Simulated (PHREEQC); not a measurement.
A PHREEQC speciation (ion-association model, phreeqc.dat) at 25 °C gives pH 2.03 and these molalities:

| species | mol/kgw |
|---|---|
| H+ | 0.0104 |
| SO4-2 | 0.00438 |
| HSO4- | 0.00275 |
| Mg+2 | 0.000434 |
| MgSO4 | 0.000167 |
| AlSO4+ | 0.000119 |
| Al+3 | 3.32e-5 |
| Al(SO4)2- | 9.99e-6 |
| AlHSO4+2 | 1.45e-7 |
| AlOH+2 | 2.15e-8 |

Question: What are the element totals, and what could have been dissolved in 1 kg of water to give them?

Answer: This is not unique; one that fits is totals Al 0.000162, Mg 0.000600, S(6) 0.00744 mol/kgw, from 0.0066 mol H2SO4, 8.1e-05 mol Al2(SO4)3 and 0.0006 mol MgSO4 per kg of water.

This is a speciation only: nothing precipitates in the calculation.
